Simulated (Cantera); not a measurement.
Input: 1 mol Si, 0.33 mol O₂, 15 mol H₂, equilibrated at 4.00 Pa.

Method: chemical equilibrium by Gibbs-energy minimisation in Cantera with the NASA 1993 tables (ideal gas, pure condensed phases). Candidate condensed phases: H₂O, Si, SiO₂; 18 gas species. Gases not in the tables: Si₂H₆ and higher silanes. Kinetics and transport are ignored.

x: gas mole fraction; n: condensed amount in mol.

```csv
T (K),x H₂,x SiO,x H,x Si,x SiH,x Si₂,x Si₃,n Si(s),n Si(l)
1473,0.956,0.0421,0.00196,0.000137,3.04e-6,1.44e-7,2.46e-8,0.338,0
1498,0.955,0.0421,0.00266,0.000251,5.02e-6,3.16e-7,5.71e-8,0.336,0
1523,0.954,0.0421,0.00357,0.000451,8.14e-6,6.77e-7,1.29e-7,0.333,0
1548,0.952,0.0420,0.00475,0.000794,1.30e-5,1.42e-6,2.82e-7,0.327,0
1573,0.950,0.0420,0.00627,0.00137,2.04e-5,2.89e-6,6.02e-7,0.318,0
1598,0.948,0.0419,0.00819,0.00234,3.16e-5,5.75e-6,1.25e-6,0.302,0
1623,0.944,0.0418,0.0106,0.00391,4.82e-5,1.12e-5,2.56e-6,___,0
1648,0.938,0.0416,0.0136,0.00644,7.26e-5,2.15e-5,5.09e-6,___,0
1673,0.931,0.0413,0.0174,0.0104,0.000108,4.02e-5,9.93e-6,___,0
1698,0.920,0.0410,0.0219,0.0164,0.000155,7.15e-5,1.80e-5,0,0.0697
1723,0.911,0.0407,0.0275,0.0206,0.000178,8.14e-5,1.69e-5,0,0
```

Problem. Some entries are withheld; supply them.

Solution. 
- 1623, n Si(s): 0.277
- 1648, n Si(s): 0.236
- 1673, n Si(s): 0.170
